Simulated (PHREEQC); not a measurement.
Consider water at 51 °C with 30 mmol/kgw CuSO4, 12.8 mmol/kgw HBF4 and 0.0072 mmol/kgw Na2SO4. Closed to the air; pH follows from the charge balance.

Equilibrium calculation in PHREEQC: ion-association model, phreeqc.dat.

No solid was allowed to form.

Task: Order these F species by the share of F that they hold, largest first: BF2(OH)2-, F-, BF3OH-, BF4-, HF.

Result: BF4- (77 %), HF (16 %), BF3OH- (4.3 %), F- (1.7 %), BF2(OH)2- (1.2 %)

Task: Order these B species by the share of B that they hold, largest first: BF2(OH)2-, BF4-, BF3OH-, H3BO3.

Result: BF4- (77 %), H3BO3 (15 %), BF3OH- (5.8 %), BF2(OH)2- (2.4 %)

The pH is 2.31 and the ionic strength 0.0788 mol/kgw. Constants without temperature data keep their 25 °C values here. Real BF4- forms and hydrolyses slowly; the run takes it at equilibrium.
